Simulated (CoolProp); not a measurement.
Properties of carbon monoxide along the isobar 4.81 MPa (Tc = -140.3 °C, pc = 3.498 MPa, ω = 0.050).

Computed with CoolProp (reference Helmholtz-energy equation of state, Lemmon 2006). It is a short technical equation, of lower accuracy than the large ones.

| T (°C) | phase | density (kg/m³) | cp (kJ/(kg K)) | cv (kJ/(kg K)) | expansivity (1/kK) |
|---|---|---|---|---|---|
| -197.25 | liquid | 827.3 | 2.105 | 1.197 | 4.781 |
| -176.95 | liquid | 741.5 | 2.149 | 1.063 | 6.190 |
| -156.75 | liquid | 634.8 | 2.457 | 0.9832 | 9.915 |
| -136.45 | supercritical | 430.2 | 5.750 | 1.038 | 50.64 |
| -116.15 | supercritical | 151.3 | 2.204 | 0.8576 | 20.20 |
| -95.95 | supercritical | 112.8 | 1.556 | 0.8022 | 11.03 |
| -75.65 | supercritical | 93.37 | 1.357 | 0.7813 | 7.965 |
| -55.35 | supercritical | 80.84 | 1.261 | 0.7703 | 6.372 |
| -35.15 | supercritical | 71.84 | 1.206 | 0.7638 | 5.379 |
| -14.85 | supercritical | 64.89 | 1.170 | 0.7597 | 4.686 |
| 5.45 | supercritical | 59.33 | 1.146 | 0.7571 | 4.172 |
| 25.75 | supercritical | 54.74 | 1.128 | 0.7555 | 3.772 |
| 45.95 | supercritical | 50.89 | 1.115 | 0.7547 | 3.452 |
| 66.25 | supercritical | 47.58 | 1.106 | 0.7546 | 3.186 |

The peak of cp marks the crossing from liquid-like to gas-like fluid above the critical point.
